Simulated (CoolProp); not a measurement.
Vapour pressure (MPa) of nitrous oxide: the reference equation beside estimates from Tc = 309.5 K, pc = 7.245 MPa, ω = 0.161. Clausius-Clapeyron is anchored at 220.9 K with a constant enthalpy of vaporisation of 14.49 kJ/mol.

The numbers come from the reference Helmholtz-energy equation of state, Lemmon 2006 in CoolProp. It is a short technical equation, of lower accuracy than the large ones.

```json
[
 {"T (K)": "194.6", "reference": "0.1771", "Lee-Kesler": "0.1768", "Clausius-Clapeyron": "0.2041"},
 {"T (K)": "199", "reference": "0.2223", "Lee-Kesler": "0.2221", "Clausius-Clapeyron": "0.2488"},
 {"T (K)": "203.4", "reference": "0.2759", "Lee-Kesler": "0.2759", "Clausius-Clapeyron": "0.3006"},
 {"T (K)": "207.8", "reference": "0.3389", "Lee-Kesler": "0.3392", "Clausius-Clapeyron": "0.3604"},
 {"T (K)": "212.1", "reference": "0.4106", "Lee-Kesler": "0.4112", "Clausius-Clapeyron": "0.4272"},
 {"T (K)": "216.5", "reference": "0.4953", "Lee-Kesler": "0.4963", "Clausius-Clapeyron": "0.5048"},
 {"T (K)": "220.9", "reference": "0.5926", "Lee-Kesler": "0.5940", "Clausius-Clapeyron": "0.5926"},
 {"T (K)": "225.3", "reference": "0.7035", "Lee-Kesler": "0.7053", "Clausius-Clapeyron": "0.6912"},
 {"T (K)": "229.7", "reference": "0.8291", "Lee-Kesler": "0.8314", "Clausius-Clapeyron": "0.8016"},
 {"T (K)": "234.1", "reference": "0.9708", "Lee-Kesler": "0.9733", "Clausius-Clapeyron": "0.9244"},
 {"T (K)": "238.5", "reference": "1.130", "Lee-Kesler": "1.132", "Clausius-Clapeyron": "1.061"},
 {"T (K)": "242.9", "reference": "1.307", "Lee-Kesler": "1.309", "Clausius-Clapeyron": "1.211"},
 {"T (K)": "247.3", "reference": "1.503", "Lee-Kesler": "1.506", "Clausius-Clapeyron": "1.375"},
 {"T (K)": "251.7", "reference": "1.721", "Lee-Kesler": "1.723", "Clausius-Clapeyron": "1.556"}
]
```

Absolute difference from the reference over all 14 rows, mean and median: Lee-Kesler 0.2 and 0.2 %, Clausius-Clapeyron 6.4 and 6.2 %.
